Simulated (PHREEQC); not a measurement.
Consider water at 90 °C with 0.0059 mol/kgw HF, 0.00017 mol/kgw H2SiF6 and 0.0017 mol/kgw H2SO4. Closed to the air; pH follows from the charge balance.

All values are PHREEQC results (ion-association model, wateq4f.dat), not measurements.

| quantity | before | after |
|---|---|---|
| pH | 2.56 | 3.09 |
| ionic strength (mol/kgw) | 0.00374 | 0.00109 |
| HF (mol/kgw) | 0.00642 | 0.00112 |
| HSO4- (mol/kgw) | 0.000918 | 9.40e-5 |
| SO4-2 (mol/kgw) | 0.000782 | 0.000246 |
| F- (mol/kgw) | 0.000458 | 0.000261 |
| SI of Quartz (SiO2) | -0.58 | -1.27 |

Problem. What was changed between the two runs?
A. diluted 5-fold with water
B. HF from 0.0059 to 0.00885 mol/kgw
C. H2SO4 from 0.0017 to 0.00034 mol/kgw
D. HF left out

Solution. A, diluted 5-fold with water

Precipitation was switched off in this run. Away from 25 °C the constants follow the database's enthalpies or fits; those with neither stay at their 25 °C values. SiF6-2 is the database's only silicon fluoride.
